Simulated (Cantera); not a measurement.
Ignition delay

Mixture: CH₄ : O₂ : N₂ = 1 : 0.909 : 3.42 (molar parts), equivalence ratio 2.2, at 33.0 bar, adiabatic and at constant pressure. Ignition delay is the time to a rise of 400 K.

Detailed kinetics in Cantera: GRI-Mech 3.0 (53 species, 325 reactions). The pressure lies above the range GRI-Mech 3.0 was tuned for (to about 10 atm).

```
T0 (K)  delay (ms)
------  ----------
1200          1.79
1250          1.01
1300         0.595
1350         0.359
1400         0.221
1450         0.138
```

```
Quantity                                                Result
--------------------------------------------------  ----------
apparent activation energy between 1350 and 1450 K  150 kJ/mol
```
